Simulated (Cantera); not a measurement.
Feed: 1 mol NH3, 2.3 mol H2O, 0.88 mol O2, equilibrated at 2900 °C and 1.00 bar.

These are equilibrium values from Cantera (NASA tables, ideal gas, pure condensed phases), not measurements of a reactor. Candidate condensed phases: H2O; 24 gas species. Rates play no part.

Base state: H2O 0.442, H2 0.140, OH 0.116, H 0.0978, N2 0.0855, O2 0.0598, O 0.0485, NO 0.0102 (mole fractions); condensed: gas only.

Q: What changes in the equilibrium state with this change: temperature from 2900 °C to 3175 °C?

A: 
| species | before | after |
|---|---|---|
| H2O | 0.442 | 0.239 |
| H | 0.0978 | 0.211 |
| H2 | 0.140 | 0.163 |
| O | 0.0485 | 0.106 |
| N2 | 0.0855 | 0.0698 |
| OH | 0.116 | 0.139 |
| NO | 0.0102 | 0.0122 |
| O2 | 0.0598 | 0.0601 |
| N | 1.17e-5 | 4.56e-5 |
| HO2 | 4.69e-5 | 5.23e-5 |
